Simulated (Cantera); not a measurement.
Cantera run:

```python
import numpy as np
import cantera as ct

gas_names = [...]  # 114 gases of nasa_gas.yaml made of C, Fe, H, O
cond_names = """
    C(gr) C6H6(L) C7H8(L) C8H18(L),n-octa Fe(a) Fe(c) Fe(d) Fe(L) FeC5O5(L) FeO(s) FeO(L) Fe(OH)2(s)
    Fe(OH)3(s) Fe2O3(s) Fe3O4(s) H2O(s) H2O(L)
""".split()


# ... load() reads the species with a 1 bar reference pressure and builds the phases ...
atoms = {
    'Fe2O3': {'Fe': 2, 'O': 3},
    'CH4': {'C': 1, 'H': 4},
    'CO': {'C': 1, 'O': 1},
}
top_T = {'C(gr)': 4500, 'Fe2O3(s)': 1830, 'Fe3O4(s)': 1870}  # K; cautious upper limits of use, not melting points


# ... equilibrate(T, P, feed) seeds the gas with the atoms and calls Mixture.equilibrate('TP', solver="vcs", rtol=1e-11, max_steps=5000) ...
results = []
feed = {'Fe2O3': 1, 'CH4': 1.9, 'CO': 0.37}  # mol
T = 1525  # K
for P in [10, 100, 1000, 10000, 100000, 1000000]:
    mix = equilibrate(T, P, feed)
    results.append((T, P, feed, dict(zip(mix.species_names, mix.species_moles))))
    x = sorted(zip(gas.X, gas.species_names), reverse=True)
    print(f"T = {T:g} K  P = {P:g} Pa  gas = {mix.phase_moles(0):.4g} mol")
    print("   x: " + "  ".join(f"{s} {v:.3e}" for v, s in x if v > 0.0001))
    print("   condensed (mol): " + ("  ".join(f"{mix.phase(i).name} {mix.phase_moles(i):.4g}"
          for i in range(1, mix.n_phases) if mix.phase_moles(i) > 1e-12) or "none"))
```

Result:

```
T = 1525 K  P = 10 Pa  gas = 6.09 mol
   x: H2 4.797e-01  CO 3.355e-01  H2O 1.434e-01  CO2 3.723e-02  Fe 2.529e-03  H 1.639e-03
   condensed (mol): Fe(c) 1.985
T = 1525 K  P = 100 Pa  gas = 6.073 mol
   x: H2 4.816e-01  CO 3.365e-01  H2O 1.438e-01  CO2 3.731e-02  H 5.192e-04  Fe 2.529e-04
   condensed (mol): Fe(c) 1.998
T = 1525 K  P = 1000 Pa  gas = 6.071 mol
   x: H2 4.820e-01  CO 3.366e-01  H2O 1.439e-01  CO2 3.732e-02  H 1.642e-04
   condensed (mol): Fe(c) 2
T = 1525 K  P = 10000 Pa  gas = 6.07 mol
   x: H2 4.821e-01  CO 3.366e-01  H2O 1.439e-01  CO2 3.732e-02
   condensed (mol): Fe(c) 2
T = 1525 K  P = 100000 Pa  gas = 6.07 mol
   x: H2 4.821e-01  CO 3.366e-01  H2O 1.439e-01  CO2 3.732e-02
   condensed (mol): Fe(c) 2
T = 1525 K  P = 1e+06 Pa  gas = 6.069 mol
   x: H2 4.820e-01  CO 3.366e-01  H2O 1.440e-01  CO2 3.735e-02
   condensed (mol): Fe(c) 2
```

Method: chemical equilibrium by Gibbs-energy minimisation in Cantera with the NASA 1993 tables (ideal gas, pure condensed phases).
